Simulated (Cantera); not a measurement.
Feed: 1 mol C₂F₆, 0.95 mol Si, 13 mol H₂, at 1098.15 K and 6.40 Pa.

Cantera equilibrium calculation (NASA polynomials, part measured and part estimated; ideal gas, pure solids and liquids). Candidate condensed phases: C, C₆H₆, C₇H₈, C₈H₁₈, Si, SiC; 113 gas species. The feed counts by its element totals alone. Rates play no part.

Base state: H₂ 0.791, HF 0.146, SiF₄ 0.0631 (mole fractions); condensed: C(graphite).

Problem. What changes in the equilibrium state with this change: Si from 0.95 to 0.77 mol?

Solution. 
```
species           before   after
----------------  ------  ------
H₂                 0.791   0.758
HF                 0.146   0.192
SiF₄              0.0631  0.0506
C(graphite), mol    2.00    2.00
```

Problem. What changes in the equilibrium state with this change: Si from 0.95 to 0.013 mol?

Solution. 
```json
[
 {"species": "H₂", "before": "0.791", "after": "0.627"},
 {"species": "HF", "before": "0.146", "after": "0.372"},
 {"species": "SiF₄", "before": "0.0631", "after": "0.000813"},
 {"species": "C(graphite), mol", "before": "2.00", "after": "2.00"}
]
```

Problem. What changes in the equilibrium state with this change: C₂F₆ replaced by CH₂F₂?

Solution. 
```json
[
 {"species": "H₂", "before": "0.791", "after": "0.964"},
 {"species": "SiF₄", "before": "0.0631", "after": "0.0335"},
 {"species": "HF", "before": "0.146", "after": "0.00235"},
 {"species": "SiHF₃", "before": "3.18e-6", "after": "0.000128"},
 {"species": "SiF₃", "before": "9.79e-6", "after": "0.000357"},
 {"species": "C(graphite), mol", "before": "2.00", "after": "0.543"},
 {"species": "SiC(s), mol", "before": "0", "after": "0.457"}
]
```
The tables' values for SiF₃ are old estimates; treat these amounts as uncertain.
